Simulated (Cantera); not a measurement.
A Cantera script and what it prints.

```python
import numpy as np
import cantera as ct

gas_names = """
    CL CL2 H HCL H2 Si SiCL SiCL2 SiCL3 SiCL4 SiH SiHCL3 SiH2 SiH2CL2 SiH3 SiH3CL SiH4 Si2 Si3
""".split()
cond_names = """
    Si(cr) Si(L)
""".split()


def load(file, names, dense=False):
    # The tables refer to 1 bar. Condensed volumes are neglected.
    table = {s.name: s for s in ct.Species.list_from_file(file)}
    out = []
    for n in names:
        d = dict(table[n].input_data)
        d["thermo"] = dict(d["thermo"], **{"reference-pressure": 1e5})
        if dense:
            d["equation-of-state"] = {"model": "constant-volume", "density": "1e6 g/cm^3"}
        out.append(ct.Species.from_dict(d))
    return out


gas = ct.Solution(thermo="ideal-gas", species=load("nasa_gas.yaml", gas_names))
cond = {s.name: ct.Solution(thermo="fixed-stoichiometry", species=[s], name=s.name)
        for s in load("nasa_condensed.yaml", cond_names, dense=True)}
atoms = {
    'SiCl4': {'Si': 1, 'CL': 4},
    'Cl2': {'CL': 2},
    'H2': {'H': 2},
}
top_T = {}  # K; cautious upper limits of use, not melting points


def equilibrate(T, P, feed):
    n = {}
    for name, mol in feed.items():
        for a, k in atoms[name].items():
            n[a] = n.get(a, 0.0) + k * mol
    gas.TPX = T, P, n
    mass = sum(n.values()) * gas.mean_molecular_weight
    gas.equilibrate("TP")
    valid = [c for c in cond.values() if c.min_temp <= T <= top_T.get(c.name, c.max_temp)]
    mix = ct.Mixture([(gas, mass / gas.mean_molecular_weight)] + [(c, 0.0) for c in valid])
    mix.T, mix.P = T, P
    mix.equilibrate("TP", solver="vcs", rtol=1e-11, max_steps=5000)
    return mix


results = []
feed = {'SiCl4': 1, 'Cl2': 1.2, 'H2': 0.41}  # mol
T = 1223  # K
P = 890000  # Pa
mix = equilibrate(T, P, feed)
results.append((T, P, feed, dict(zip(mix.species_names, mix.species_moles))))
print(gas.report(threshold=1e-05))
for i in range(1, mix.n_phases):
    print(f"{mix.phase(i).name:16s} {mix.phase_moles(i):12.5e} mol")
```

Output:

```
       temperature   1223 K
          pressure   8.9e+05 Pa
           density   8.5731 kg/m^3
  mean mol. weight   97.95 kg/kmol
   phase of matter   gas

                          1 kg             1 kmol
                     ---------------   ---------------
          enthalpy       -2.3183e+06       -2.2708e+08  J
   internal energy       -2.4221e+06       -2.3725e+08  J
           entropy            3343.3        3.2748e+05  J/K
    Gibbs function       -6.4071e+06       -6.2758e+08  J
 heat capacity c_p            637.52             62445  J/K
 heat capacity c_v            552.63             54130  J/K

                      mass frac. Y      mole frac. X     chem. pot. / RT
                     ---------------   ---------------   ---------------
                CL         0.0003988         0.0011019           -14.334
               CL2           0.21857           0.30196           -28.668
               HCL           0.11687             0.314           -32.863
             SiCL4           0.66415           0.38293           -111.58
     [  +15 minor]        7.7118e-08        5.6794e-08

Si(cr)            0.00000e+00 mol
```

Method: chemical equilibrium by Gibbs-energy minimisation in Cantera with the NASA 1993 tables (ideal gas, pure condensed phases).
